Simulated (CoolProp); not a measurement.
Model: reference Helmholtz-energy equation of state, Lemmon 2006, in CoolProp. It is a short technical equation, of lower accuracy than the large ones.

Problem. For toluene, give the phase and the isothermal compressibility (1/MPa), viscosity (µPa s) at 250.65 °C and 22.2 bar.

Solution. 
- 250.65 °C and 22.2 bar: liquid; isothermal compressibility 0.0120, viscosity 99.7

Viscosity comes from a separate model (Avgeri 2015).
